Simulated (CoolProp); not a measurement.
A Linde-Hampson liquefier for methane: isothermal reversible compression at 290 K from 1 atm to 30 MPa, throttling to 1 atm, return gas leaving the recuperator 0 K below the feed. Each further row changes one setting.

Model: reference Helmholtz-energy equation of state, Setzmann 1991, in CoolProp.

```tsv
case	liquid yield per pass	compression work (kJ/kg of gas)
as stated	(withheld)	798
high pressure 60 MPa	(withheld)	(withheld)
warm-end temperature 320 K	(withheld)	(withheld)
warm-end gap 5 K	(withheld)	798
```

Complete the blanks.


- as stated, liquid yield per pass: 0.256
- high pressure 60 MPa, liquid yield per pass: 0.261
- high pressure 60 MPa, compression work (kJ/kg of gas): 912
- warm-end temperature 320 K, liquid yield per pass: 0.200
- warm-end temperature 320 K, compression work (kJ/kg of gas): 903
- warm-end gap 5 K, liquid yield per pass: 0.246
